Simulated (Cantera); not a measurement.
**Thermodynamics of carbothermic reduction, feed Fe₂O₃ + C + CO + CH₄**

Charge: 1 mol Fe₂O₃, 0.52 mol C, 0.32 mol CO, 1.3 mol CH₄, at 1100 K.

Equilibrium computed with Cantera from the NASA thermochemical tables; the gas is ideal and each condensed phase is pure. Candidate condensed phases: C, C₆H₆, C₇H₈, C₈H₁₈, Fe, Fe(CO)₅, FeO, Fe(OH)₂, Fe(OH)₃, Fe₂O₃, Fe₃O₄, H₂O; 114 gas species. Mutual solubility and eutectic melting of coexisting phases are not modelled. The tables' stoichiometric FeO is somewhat more stable than real wüstite, so its field is too wide. FeO: taken at fixed stoichiometry. Condensed phases not in the tables: cementite and carbon dissolved in iron. Rates play no part.

From 10.0 Pa to 1.50 bar the condensed part is Fe(α) + FeO(s). At 10.0 bar the condensed part is C(graphite) + Fe(α) + FeO(s).

| P (Pa) | x H₂ | x CO | x H₂O | x CH₄ | x CO₂ | x C₂H₆ | x C₂H₄ | n Fe(α) | n FeO(s) | n C(graphite) |
|---|---|---|---|---|---|---|---|---|---|---|
| 10 | 0.447 | 0.369 | 0.101 | 1.05e-11 | 0.0824 | <1e-12 | <1e-12 | 1.69 | 0.310 | 0 |
| 68 | 0.447 | 0.369 | 0.101 | 4.85e-10 | 0.0824 | <1e-12 | <1e-12 | 1.69 | 0.310 | 0 |
| 460 | 0.447 | 0.369 | 0.101 | 2.22e-8 | 0.0824 | <1e-12 | <1e-12 | 1.69 | 0.310 | 0 |
| 3200 | 0.447 | 0.369 | 0.101 | 1.07e-6 | 0.0824 | <1e-12 | <1e-12 | 1.69 | 0.310 | 0 |
| 22000 | 0.447 | 0.369 | 0.101 | 5.08e-5 | 0.0824 | 2.27e-12 | 4.06e-11 | 1.69 | 0.310 | 0 |
| 150000 | 0.446 | 0.369 | 0.101 | 0.00234 | 0.0823 | 4.84e-9 | 1.28e-8 | 1.67 | 0.327 | 0 |
| 1000000 | 0.492 | 0.253 | 0.111 | 0.0870 | 0.0564 | 6.05e-6 | 2.17e-6 | 0.274 | 1.73 | 0.815 |
x: gas mole fraction; n: condensed amount in mol.
